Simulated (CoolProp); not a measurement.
A closed Brayton cycle with dry air: compressor inlet 320.15 K and 4 MPa, high pressure 7.91 MPa, turbine inlet 990 K, compressor efficiency 0.85, turbine efficiency 0.93, recuperator effectiveness 0.95 (on enthalpy, no pinch check). Each further row changes one setting.

Values from CoolProp's reference Helmholtz-energy equation of state, Lemmon 2000. It is a pseudo-pure fit of the blend.

```tsv
case	thermal efficiency (%)	net work (kJ/kg)	compressor to turbine work	compressor exit (K)	turbine exit (K)
as stated	…	86.4	0.49	401.8	842.7
turbine inlet 940 K	…	77.9	0.51	401.8	…
compressor inlet 330.15 K	43.0	83.7	0.50	…	842.7
high pressure 6.72 MPa	43.6	…	0.47	…	876.0
recuperator effectiveness 0.5	…	86.4	0.49	401.8	842.7
```

Q: Fill in the missing entries.

A: 
- as stated, thermal efficiency (%): 44.1
- turbine inlet 940 K, thermal efficiency (%): 42.1
- turbine inlet 940 K, turbine exit (K): 798.9
- compressor inlet 330.15 K, compressor exit (K): 414.2
- high pressure 6.72 MPa, net work (kJ/kg): 69.8
- high pressure 6.72 MPa, compressor exit (K): 380.8
- recuperator effectiveness 0.5, thermal efficiency (%): 21.2
